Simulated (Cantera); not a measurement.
# Equilibrium for carbon deposition, reforming and gasification: acetone + NH3 + N2

Input: 1 mol acetone, 0.16 mol NH3, 3 mol N2, held at 2.20 mbar.

Equilibrium computed with Cantera from the NASA thermochemical tables; the gas is ideal and each condensed phase is pure. Candidate condensed phases: C, C6H6, C7H8, C8H18, H2O; 169 gas species. Ions and electrons are included (thermal ionisation). The feed counts by its element totals alone. Equilibrium is a limit: real reactors are often held back by kinetics, nucleation or transport.

At 2500 K the condensed part is C(graphite). From 3000 K to 5000 K nothing is condensed. The main C-bearing gas is CO at 2500 K and C at 5000 K.

| T (K) | log p H | log p N2 | log p H2 | log p N | log p C | log p CO | log p C3 | log p CN | log p HCN | log p O | n C(graphite) |
|---|---|---|---|---|---|---|---|---|---|---|---|
| 2500 | -3.24 | -3.11 | -3.28 | -8.09 | -6.78 | -3.58 | -6.30 | -5.54 | -4.34 | -12.26 | 1.74 |
| 3000 | -2.94 | -3.24 | -4.27 | -6.48 | -4.49 | -3.70 | -4.08 | -4.30 | -4.65 | -10.86 | 0 |
| 3500 | -2.93 | -3.28 | -5.41 | -5.30 | -3.65 | -3.74 | -4.91 | -4.19 | -5.85 | -9.00 | 0 |
| 4000 | -2.95 | -3.30 | -6.30 | -4.40 | -3.50 | -3.76 | -6.95 | -4.56 | -7.23 | -7.12 | 0 |
| 4500 | -2.96 | -3.38 | -7.00 | -3.73 | -3.48 | -3.78 | -8.86 | -4.99 | -8.45 | -5.56 | 0 |
| 5000 | -3.00 | -3.65 | -7.63 | -3.31 | -3.47 | -3.93 | -10.38 | -5.44 | -9.57 | -4.44 | 0 |
log p: log10 of the partial pressure in bar; n: condensed amount in mol.
